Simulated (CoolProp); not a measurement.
Vapour-liquid equilibrium of propylene (1) + R22 (2) at 275.1 K; x and y are mole fractions of (1).

Computed with CoolProp (multi-fluid Helmholtz-energy mixture model, Lemmon 2013 and Kamei 1995; pair parameters Bell 2016).

| x | bubble pressure, mixture model (kPa) | bubble pressure, Raoult's law (kPa) | y, mixture model | y, Raoult's law |
|---|---|---|---|---|
| 0.05 | 545.4 | 534.8 | 0.072 | 0.058 |
| 0.15 | 571.0 | 543.6 | 0.198 | 0.171 |
| 0.25 | 591.3 | 552.5 | 0.305 | 0.280 |
| 0.35 | 607.1 | 561.3 | 0.401 | 0.386 |
| 0.45 | 619.0 | 570.2 | 0.490 | 0.488 |
| 0.55 | 627.3 | 579.0 | 0.576 | 0.588 |
| 0.65 | 632.1 | 587.9 | 0.661 | 0.684 |
| 0.75 | 633.3 | 596.7 | 0.748 | 0.778 |
| 0.85 | 630.8 | 605.6 | 0.842 | 0.869 |
| 0.95 | 624.0 | 614.4 | 0.944 | 0.957 |

The largest gap from Raoult's law is +8.6 % in bubble pressure, at x = 0.45. y crosses x between x = 0.65 and 0.75: the model has an azeotrope there.

Pair parameters are fitted to limited data, so mixtures are less certain than the pure fluids.
